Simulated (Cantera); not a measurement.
Charge: 1 mol SiF4, 20 mol N2, equilibrated at 923.15 K and 0.00133 bar.

Equilibrium computed with Cantera from the NASA thermochemical tables; the gas is ideal and each condensed phase is pure. Candidate condensed phases: Si, Si3N4; 16 gas species. Equilibrium is a limit: real reactors are often held back by kinetics, nucleation or transport.

Base state: N2 0.952, SiF4 0.0476 (mole fractions); condensed: gas only.

Problem. What changes in the equilibrium state with this change: temperature from 923.15 K to 2050 K?

Solution. 
| species | before | after |
|---|---|---|
| N2 | 0.952 | 0.951 |
| SiF4 | 0.0476 | 0.0459 |
| F | <1e-9 | 0.00163 |
| SiF3 | <1e-9 | 0.00160 |
| SiF2 | <1e-9 | 1.56e-5 |
The tables' values for SiF3, SiF2 are old estimates; treat these amounts as uncertain.
